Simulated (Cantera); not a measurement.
An isothermal, constant-pressure homogeneous reactor starts with H2 : O2 : N2 = 0.4 : 1 : 0.15 (molar parts), at 1423 K and 3.00 Torr. Integrator tolerance rtol = 1e-08.

Model: the H2/O2 subset of GRI-Mech 3.0, which has no nitrogen chemistry, integrated in Cantera. Radical loss at walls, strong at low pressure, is not modelled. The temperature is held fixed by assumption; the heat of reaction is taken as removed at once.

What does this change do: pressure from 3.00 Torr to 6.98 Torr?


| quantity | before | after |
|---|---|---|
| x(H2) at 20.0 s | 6.35e-6 (gas-phase equilibrium 3.91e-6) | 2.57e-6 (gas-phase equilibrium 2.57e-6) |
| x(O2) at 20.0 s | 0.592 (gas-phase equilibrium 0.592) | 0.592 (gas-phase equilibrium 0.592) |
| x(O) at 20.0 s | 2.67e-5 (gas-phase equilibrium 1.65e-5) | 1.08e-5 (gas-phase equilibrium 1.08e-5) |
| x(OH) at 20.0 s | 0.000437 (gas-phase equilibrium 0.000343) | 0.000278 (gas-phase equilibrium 0.000278) |
| x(HO2) at 20.0 s | 8.81e-8 (gas-phase equilibrium 1.02e-7) | 1.26e-7 (gas-phase equilibrium 1.27e-7) |
| x(H) at 20.0 s | 4.32e-7 (gas-phase equilibrium 2.09e-7) | 1.11e-7 (gas-phase equilibrium 1.11e-7) |

What does this change do: temperature 1423 to 998 K?


```tsv
quantity	before	after
x(H2) at 20.0 s	6.35e-6 (gas-phase equilibrium 3.91e-6)	2.02e-7 (gas-phase equilibrium 5.04e-10)
x(O2) at 20.0 s	0.592 (gas-phase equilibrium 0.592)	0.593 (gas-phase equilibrium 0.593)
x(O) at 20.0 s	2.67e-5 (gas-phase equilibrium 1.65e-5)	7.03e-7 (gas-phase equilibrium 1.81e-9)
x(OH) at 20.0 s	0.000437 (gas-phase equilibrium 0.000343)	1.94e-5 (gas-phase equilibrium 9.84e-7)
x(HO2) at 20.0 s	8.81e-8 (gas-phase equilibrium 1.02e-7)	9.32e-9 (gas-phase equilibrium 8.50e-10)
x(H) at 20.0 s	4.32e-7 (gas-phase equilibrium 2.09e-7)	5.77e-9 (gas-phase equilibrium <1e-12)
```
